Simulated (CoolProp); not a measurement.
Model: reference Helmholtz-energy equation of state, Guder 2009, in CoolProp.

Problem. Give the vapour pressure (kPa), vapour Z, vapour viscosity (µPa s), liquid conductivity (mW/(m K)) of saturated sulfur hexafluoride at 245.2, 281.2 K.

Solution. 
```
T (K)  p (kPa)  vapour Z  vapour viscosity (µPa s)  liquid conductivity (mW/(m K))
-----  -------  --------  ------------------------  ------------------------------
245.2      529     0.874                      13.1                            70.5
281.2     1550     0.728                      15.6                            59.0
```

Viscosity comes from a separate model (Quiñones-Cisneros 2012). Thermal conductivity comes from a separate model (Assael 2012).
